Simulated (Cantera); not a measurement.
Feed: 1 mol SiF4, 0.52 mol N2, held at 1702 °C and 135 Torr.

Method: chemical equilibrium by Gibbs-energy minimisation in Cantera with the NASA 1993 tables (ideal gas, pure condensed phases). Candidate condensed phases: Si, Si3N4; 16 gas species. The tables' values for SiF3 are old estimates; treat these amounts as uncertain. Rates play no part.

### Question
What is the equilibrium state?

### Answer
```
Item                                  Value
--------------------------------  ---------
x(SiF4)                               0.657
x(N2)                                 0.342
x(F)                               0.000267
x(SiF3)                            0.000267
gas amount                        1.520 mol
log10 activity of Si(l) (absent)     -14.08
```
